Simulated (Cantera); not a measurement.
# Equilibrium for hydrogen reduction and annealing atmospheres: Fe₃O₄ + H₂

A closed system holds: 1 mol Fe₃O₄, 100 mol H₂, held at 0.100 bar.

Equilibrium computed with Cantera from the NASA thermochemical tables; the gas is ideal and each condensed phase is pure. Candidate condensed phases: Fe, FeO, Fe(OH)₂, Fe(OH)₃, Fe₂O₃, Fe₃O₄, H₂O; 12 gas species. Equilibrium is a limit: real reactors are often held back by kinetics, nucleation or transport.

From 802 °C to 902 °C the condensed part is Fe(α). From 952 °C to 1152 °C the condensed part is Fe(γ).

| T (°C) | log p H₂ | log p H₂O | log p H | log p Fe | n Fe(α) | n Fe(γ) |
|---|---|---|---|---|---|---|
| 802 | -1.02 | -2.40 | -8.34 | -12.35 | 3.00 | 0 |
| 852 | -1.02 | -2.40 | -7.86 | -11.47 | 3.00 | 0 |
| 902 | -1.02 | -2.40 | -7.42 | -10.68 | 3.00 | 0 |
| 952 | -1.02 | -2.40 | -7.02 | -9.95 | 0 | 3.00 |
| 1002 | -1.02 | -2.40 | -6.64 | -9.28 | 0 | 3.00 |
| 1052 | -1.02 | -2.40 | -6.30 | -8.66 | 0 | 3.00 |
| 1102 | -1.02 | -2.40 | -5.97 | -8.09 | 0 | 3.00 |
| 1152 | -1.02 | -2.40 | -5.67 | -7.55 | 0 | 3.00 |
log p: log10 of the partial pressure in bar; n: condensed amount in mol.
